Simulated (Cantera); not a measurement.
**Chlorosilane synthesis and conversion: SiCl4 + HCl + H2**

A closed system holds: 1 mol SiCl4, 1.9 mol HCl, 0.59 mol H2, held at 0.330 bar.

Cantera equilibrium calculation (NASA polynomials, part measured and part estimated; ideal gas, pure solids and liquids). Candidate condensed phases: Si; 19 gas species. The tables' values for SiCl3 are old estimates; treat these amounts as uncertain. Equilibrium is a limit: real reactors are often held back by kinetics, nucleation or transport.

| T (K) | x HCl | x SiCl4 | x H2 | x SiHCl3 | x SiCl3 | x SiCl2 | x SiH2Cl2 | x Cl |
|---|---|---|---|---|---|---|---|---|
| 550 | 0.544 | 0.287 | 0.169 | 6.74e-7 | 1.28e-12 | <1e-12 | <1e-12 | <1e-12 |
| 650 | 0.544 | 0.287 | 0.169 | 7.23e-6 | 5.09e-10 | <1e-12 | 1.06e-11 | <1e-12 |
| 750 | 0.544 | 0.286 | 0.169 | 4.03e-5 | 4.02e-8 | 1.04e-12 | 4.15e-10 | <1e-12 |
| 850 | 0.545 | 0.286 | 0.169 | 0.000147 | 1.12e-6 | 3.09e-10 | 6.67e-9 | 4.74e-11 |
| 950 | 0.545 | 0.286 | 0.169 | 0.000406 | 1.52e-5 | 2.70e-8 | 5.85e-8 | 1.22e-9 |
| 1050 | 0.545 | 0.285 | 0.168 | 0.000913 | 0.000124 | 9.82e-7 | 3.33e-7 | 1.71e-8 |
| 1150 | 0.547 | 0.284 | 0.167 | 0.00176 | 0.000695 | 1.86e-5 | 1.37e-6 | 1.53e-7 |
| 1250 | 0.550 | 0.280 | 0.164 | 0.00297 | 0.00288 | 0.000212 | 4.30e-6 | 9.76e-7 |
x: gas mole fraction; nothing condenses.

From 550 K to 1250 K nothing is condensed. The main Si-bearing gas is SiCl4 throughout.
